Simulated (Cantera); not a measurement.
A freely propagating, adiabatic, planar premixed flame of H2 : O2 : N2 = 1 : 0.685 : 2.58 (molar parts), unburnt at 323 K and 0.110 bar; mixture-averaged transport, grid criteria slope 0.08 and curve 0.16, no radiation.

Model: the H2/O2 subset of GRI-Mech 3.0, which has no nitrogen chemistry, integrated in Cantera. Burning velocities carry a grid error of a few per cent, more on coarse grids.

Q: Predict: laminar burning velocity; thermal thickness; peak x(OH); peak x(H); peak x(O).

A: 
```json
{
  "laminar_burning_velocity": "160 cm/s",
  "thermal_thickness": "6.33 mm",
  "peak x(OH)": "0.0119",
  "peak x(H)": "0.0446",
  "peak x(O)": "0.0129"
}
```
